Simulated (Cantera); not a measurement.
A closed system holds: 1 mol Si, 0.67 mol HCl, 2.7 mol H₂, equilibrated at 4.00 bar.

Equilibrium computed with Cantera from the NASA thermochemical tables; the gas is ideal and each condensed phase is pure. Candidate condensed phases: Si; 19 gas species. The tables' values for SiCl₃ are old estimates; treat these amounts as uncertain. Rates play no part. All values below are at 1148 K.

Base state: H₂ 0.925, SiHCl₃ 0.0268, SiCl₄ 0.0249, HCl 0.0173, SiH₂Cl₂ 0.00360, SiCl₃ 0.00127, SiCl₂ 0.000709, SiH₃Cl 0.000130 (mole fractions); condensed: Si(s).

**Question.** What changes in the equilibrium state with this change: HCl from 0.67 to 2.5 mol?

**Answer.** 
```tsv
species	before	after
H₂	0.925	0.826
SiCl₄	0.0249	0.0810
SiHCl₃	0.0268	0.0612
HCl	0.0173	0.0219
SiCl₃	0.00127	0.00306
SiCl₂	0.000709	0.00128
SiH₂Cl₂	0.00360	0.00579
SiH₃Cl	0.000130	0.000148
Si(s), mol	0.817	0.311
```
